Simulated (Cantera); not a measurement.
**Gas-phase reforming**

An isothermal, constant-pressure homogeneous reactor starts with CH4 : CO2 = 1 : 3.1 (molar parts), at 2048 K and 100.0 Torr.

Detailed kinetics in Cantera: GRI-Mech 3.0 (53 species, 325 reactions).

| t (s) | x CH4 | x CO2 | x CH2 | x CO | x HO2 |
|---|---|---|---|---|---|
| 0.000800 | 0.0734 | 0.589 | 2.25e-5 | 0.0722 | 2.47e-10 |
| 0.00140 | 0.0405 | 0.508 | 1.93e-5 | 0.132 | 3.22e-10 |
| 0.00245 | 0.0185 | 0.418 | 1.75e-5 | 0.211 | 4.00e-10 |
| 0.00428 | 0.00677 | 0.334 | 1.72e-5 | 0.294 | 5.18e-10 |
| 0.00748 | 0.00344 | 0.274 | 1.53e-5 | 0.362 | 5.56e-10 |
| 0.0131 | 0.00284 | 0.228 | 1.07e-5 | 0.421 | 4.12e-10 |
| 0.0229 | 0.00208 | 0.188 | 6.14e-6 | 0.473 | 2.98e-10 |
| 0.0400 | 0.000936 | 0.163 | 2.26e-6 | 0.507 | 2.41e-10 |
| 0.0699 | 8.84e-5 | 0.154 | 2.16e-7 | 0.518 | 2.49e-10 |
| 0.122 | 3.34e-8 | 0.153 | 1.60e-10 | 0.518 | 4.26e-10 |
| 0.214 | 4.12e-12 | 0.153 | <1e-12 | 0.518 | 5.63e-10 |
| 0.374 | 3.97e-12 | 0.153 | <1e-12 | 0.518 | 5.83e-10 |
| 0.654 | 3.97e-12 | 0.153 | <1e-12 | 0.518 | 5.84e-10 |
| 1.14 | 3.97e-12 | 0.153 | <1e-12 | 0.518 | 5.84e-10 |
| 2.00 | 3.97e-12 | 0.153 | <1e-12 | 0.518 | 5.84e-10 |
x: mole fraction; the columns are a selection and need not sum to one.

Equilibrium at this temperature and pressure: CH4 4.33e-12, CO2 0.153, CH2 <1e-12, CO 0.518, HO2 5.84e-10 (gas phase only).
